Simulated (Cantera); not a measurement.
A closed system holds: 1 mol AlCl₃, 21 mol N₂, 1 mol H₂, at 1002 °C.

These are equilibrium values from Cantera (NASA tables, ideal gas, pure condensed phases), not measurements of a reactor. Candidate condensed phases: Al, AlCl₃, AlN, NH₄Cl; 20 gas species. Equilibrium is a limit: real reactors are often held back by kinetics, nucleation or transport.

Task: What share of the Al ends up in condensed phases as a function of P (Pa), at 10, 63, 400, 2500, 16000, 100000?

Result: 
| P (Pa) | Al condensed (%) | as |
|---|---|---|
| 10 | 5.3 | AlN(s) |
| 63 | 15.2 | AlN(s) |
| 400 | 17.2 | AlN(s) |
| 2500 | 17.7 | AlN(s) |
| 16000 | 17.8 | AlN(s) |
| 100000 | 17.8 | AlN(s) |
